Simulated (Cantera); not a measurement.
Adiabatic ignition

An adiabatic, constant-pressure homogeneous reactor starts with C₂H₄ : O₂ : N₂ : H₂O = 1 : 1.2 : 4.51 : 1.4 (molar parts), at 1500 K and 8.50 bar.

Computed with Cantera and GRI-Mech 3.0 (53 species, 325 reactions). GRI-Mech 3.0 was tuned for natural gas; its chemistry of ethylene as a main component is partial and can be far from experiment.

```
t (s)     T (K)    x C₂H₄     x O₂  x H₂O      x NO     x NO₂     x H₂    x C₂H₆
--------  -----  --------  -------  -----  --------  --------  -------  --------
2.00e-6    1500     0.123    0.148  0.173    <1e-12    <1e-12  1.36e-5   8.01e-9
5.73e-6    2107    0.0134   0.0409  0.213   1.19e-6   1.29e-9   0.0743  0.000149
1.64e-5    2484   5.18e-5  2.24e-5  0.195   2.56e-5  3.52e-10    0.135   1.42e-6
4.70e-5    2470   1.55e-5  2.47e-6  0.170   5.96e-5  5.90e-10    0.166   3.99e-7
0.000135   2456   7.89e-7  1.83e-6  0.157  0.000131   1.08e-9    0.183   1.04e-8
0.000385   2452  2.41e-10  1.87e-6  0.156  0.000192   1.57e-9    0.185    <1e-12
0.00110    2453    <1e-12  1.89e-6  0.156  0.000138   1.13e-9    0.185    <1e-12
0.00316    2453    <1e-12  1.90e-6  0.156   7.87e-5  6.43e-10    0.185    <1e-12
0.00906    2454    <1e-12  1.90e-6  0.156   5.16e-5  4.23e-10    0.185    <1e-12
0.0259     2454    <1e-12  1.90e-6  0.156   4.86e-5  3.98e-10    0.185    <1e-12
0.0743     2454    <1e-12  1.90e-6  0.156   4.86e-5  3.98e-10    0.185    <1e-12
0.213      2454    <1e-12  1.90e-6  0.156   4.86e-5  3.98e-10    0.185    <1e-12
0.610      2454    <1e-12  1.90e-6  0.156   4.86e-5  3.98e-10    0.185    <1e-12
1.75       2454    <1e-12  1.90e-6  0.156   4.86e-5  3.98e-10    0.185    <1e-12
5.00       2454    <1e-12  1.90e-6  0.156   4.86e-5  3.98e-10    0.185    <1e-12
```
x: mole fraction; the columns are a selection and need not sum to one.

The time of steepest temperature rise is 4.81 µs. The temperature at 5.00 s comes out as 2454 K. The equilibrium temperature comes out as 2454 K. The x(C₂H₄) at 5.00 s is <1e-12 (gas-phase equilibrium <1e-12), the x(O₂) at 5.00 s is 1.90e-6 (gas-phase equilibrium 1.90e-6) and the x(H₂O) at 5.00 s is 0.156 (gas-phase equilibrium 0.156).
